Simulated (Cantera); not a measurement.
# Equilibrium for silicon epitaxy and polysilicon growth: SiCl4 + HCl + H2 + Cl2

Charge: 1 mol SiCl4, 0.23 mol HCl, 16 mol H2, 0.004 mol Cl2, held at 0.200 bar.

Equilibrium computed with Cantera from the NASA thermochemical tables; the gas is ideal and each condensed phase is pure. Candidate condensed phases: Si; 19 gas species. The tables' values for SiCl3 are old estimates; treat these amounts as uncertain. Kinetics and transport are ignored.

```tsv
T (K)	x H2	x HCl	x SiCl4	x SiCl2	x SiHCl3	n Si(s)
848	0.924	0.0183	0.0536	4.19e-7	0.00439	0
948	0.919	0.0231	0.0489	2.13e-5	0.00876	0
1048	0.912	0.0299	0.0428	0.000411	0.0133	0
1148	0.901	0.0410	0.0348	0.00343	0.0154	0
1248	0.881	0.0639	0.0246	0.0116	0.0119	0.0316
1348	0.857	0.0884	0.0129	0.0256	0.00712	0.0331
1448	0.840	0.104	0.00473	0.0399	0.00326	0.000655
1548	0.830	0.114	0.00142	0.0473	0.00126	0
```
x: gas mole fraction; n: condensed amount in mol.

From 848 K to 1148 K nothing is condensed. From 1248 K to 1448 K the condensed part is Si(s). At 1548 K nothing is condensed. The main Si-bearing gas is SiCl4 at 848 K and SiCl2 at 1548 K.
